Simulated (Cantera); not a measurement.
What does this Cantera script print?

```python
import numpy as np
import cantera as ct

gas_names = """
    CL CL2 H HCL H2 Si SiCL SiCL2 SiCL3 SiCL4 SiH SiHCL3 SiH2 SiH2CL2 SiH3 SiH3CL SiH4 Si2 Si3
""".split()
cond_names = """
    Si(cr) Si(L)
""".split()


# ... load() reads the species with a 1 bar reference pressure and builds the phases ...
atoms = {
    'SiHCl3': {'Si': 1, 'H': 1, 'CL': 3},
    'H2': {'H': 2},
}
top_T = {}  # K; cautious upper limits of use, not melting points


# ... equilibrate(T, P, feed) seeds the gas with the atoms and calls Mixture.equilibrate('TP', solver="vcs", rtol=1e-11, max_steps=5000) ...
results = []
feed = {'SiHCl3': 1, 'H2': 9.7}  # mol
for P in [100, 270, 720, 1900, 5200, 14000, 37000, 100000]:
    for T in [1873, 1973, 2073, 2173, 2273, 2373, 2473, 2573, 2673]:
        mix = equilibrate(T, P, feed)
        results.append((T, P, feed, dict(zip(mix.species_names, mix.species_moles))))

for T, P, feed, n in results:
    print(f"{T:7g} {P:10.4g}  " + (" + ".join(c for c in cond_names if n.get(c, 0) > 1e-12) or "gas only"))
```

Result:

```
   1873        100  Si(L)
   1973        100  gas only
   2073        100  gas only
   2173        100  gas only
   2273        100  gas only
   2373        100  gas only
   2473        100  gas only
   2573        100  gas only
   2673        100  gas only
   1873        270  Si(L)
   1973        270  Si(L)
   2073        270  gas only
   2173        270  gas only
   2273        270  gas only
   2373        270  gas only
   2473        270  gas only
   2573        270  gas only
   2673        270  gas only
   1873        720  Si(L)
   1973        720  Si(L)
   2073        720  Si(L)
   2173        720  gas only
   2273        720  gas only
   2373        720  gas only
   2473        720  gas only
   2573        720  gas only
   2673        720  gas only
   1873       1900  Si(L)
   1973       1900  Si(L)
   2073       1900  Si(L)
   2173       1900  Si(L)
   2273       1900  gas only
   2373       1900  gas only
   2473       1900  gas only
   2573       1900  gas only
   2673       1900  gas only
   1873       5200  Si(L)
   1973       5200  Si(L)
   2073       5200  Si(L)
   2173       5200  Si(L)
   2273       5200  Si(L)
   2373       5200  gas only
   2473       5200  gas only
   2573       5200  gas only
   2673       5200  gas only
   1873    1.4e+04  Si(L)
   1973    1.4e+04  Si(L)
   2073    1.4e+04  Si(L)
   2173    1.4e+04  Si(L)
   2273    1.4e+04  Si(L)
   2373    1.4e+04  Si(L)
   2473    1.4e+04  gas only
   2573    1.4e+04  gas only
   2673    1.4e+04  gas only
   1873    3.7e+04  Si(L)
   1973    3.7e+04  Si(L)
   2073    3.7e+04  Si(L)
   2173    3.7e+04  Si(L)
   2273    3.7e+04  Si(L)
   2373    3.7e+04  Si(L)
   2473    3.7e+04  Si(L)
   2573    3.7e+04  Si(L)
   2673    3.7e+04  gas only
   1873      1e+05  Si(L)
   1973      1e+05  Si(L)
   2073      1e+05  Si(L)
   2173      1e+05  Si(L)
   2273      1e+05  Si(L)
   2373      1e+05  Si(L)
   2473      1e+05  Si(L)
   2573      1e+05  Si(L)
   2673      1e+05  Si(L)
```

Equilibrium computed with Cantera from the NASA thermochemical tables; the gas is ideal and each condensed phase is pure. The tables' values for SiCl3 are old estimates.
